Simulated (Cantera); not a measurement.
## Catalytic combustion on Pt

An isothermal plug-flow reactor at 1050 K and 100000 Pa (inlet), inlet velocity 0.77 m/s, active area per volume 100 1/m; feed 0.323 % CH4, 5.26 % O2, 94.4 % N2, equivalence ratio 0.12.

Computed with Cantera and Deutschmann's 1995 Pt surface mechanism with GRI-Mech 3.0 gas chemistry. Catalytic surfaces can have several steady states; this one follows from the mechanism file's or the stated starting coverage. Mass transfer to the wall is taken as infinitely fast.

```json
[
 {"z (m)": "0.00049", "x CH4": "0.00319", "x O2": "0.0525", "x H2O": "7.08e-5", "x CO2": "3.34e-5", "x CO": "1.93e-6", "θ free Pt": "0.291", "θ O*": "0.709", "θ OH*": "0.000195"},
 {"z (m)": "0.00095", "x CH4": "0.00316", "x O2": "0.0525", "x H2O": "0.000137", "x CO2": "6.60e-5", "x CO": "2.21e-6", "θ free Pt": "0.291", "θ O*": "0.709", "θ OH*": "0.000240"},
 {"z (m)": "0.0018", "x CH4": "0.00310", "x O2": "0.0523", "x H2O": "0.000256", "x CO2": "0.000126", "x CO": "2.23e-6", "θ free Pt": "0.291", "θ O*": "0.708", "θ OH*": "0.000305"},
 {"z (m)": "0.0035", "x CH4": "0.00298", "x O2": "0.0521", "x H2O": "0.000489", "x CO2": "0.000242", "x CO": "2.15e-6", "θ free Pt": "0.291", "θ O*": "0.708", "θ OH*": "0.000403"},
 {"z (m)": "0.0069", "x CH4": "0.00276", "x O2": "0.0517", "x H2O": "0.000931", "x CO2": "0.000463", "x CO": "1.99e-6", "θ free Pt": "0.292", "θ O*": "0.708", "θ OH*": "0.000542"},
 {"z (m)": "0.013", "x CH4": "0.00240", "x O2": "0.0509", "x H2O": "0.00165", "x CO2": "0.000819", "x CO": "1.74e-6", "θ free Pt": "0.292", "θ O*": "0.707", "θ OH*": "0.000712"},
 {"z (m)": "0.026", "x CH4": "0.00178", "x O2": "0.0497", "x H2O": "0.00288", "x CO2": "0.00143", "x CO": "1.30e-6", "θ free Pt": "0.293", "θ O*": "0.706", "θ OH*": "0.000936"},
 {"z (m)": "0.049", "x CH4": "0.00103", "x O2": "0.0482", "x H2O": "0.00435", "x CO2": "0.00216", "x CO": "7.82e-7", "θ free Pt": "0.295", "θ O*": "0.704", "θ OH*": "0.00115"}
]
```
x: gas mole fraction; θ: surface coverage.
